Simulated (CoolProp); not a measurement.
Saturation properties of o-xylene.

The numbers come from the reference Helmholtz-energy equation of state, Zhou 2012 in CoolProp.

```tsv
T (K)	p (kPa)	enthalpy of vaporisation (kJ/kg)	vapour Z
429.9	139.1	334.9	___
445.9	203.2	324.3	0.9245
461.9	288.1	313.1	0.9050
477.9	397.9	301.3	0.8824
494	537.9	288.5	0.8564
510	711.0	274.7	0.8267
526	___	___	0.7928
542	___	___	0.7539
558.1	1489	223.7	0.7086
574.1	1855	201.4	0.6555
590.1	2288	___	0.5914
```

**Question.** Complete the blanks.

**Answer.** 
- 429.9, vapour Z: 0.9412
- 526, p (kPa): 923.2
- 526, enthalpy of vaporisation (kJ/kg): 259.6
- 542, p (kPa): 1180
- 542, enthalpy of vaporisation (kJ/kg): 242.9
- 590.1, enthalpy of vaporisation (kJ/kg): 174.0

It boils at 417.5 K under 1 atm.
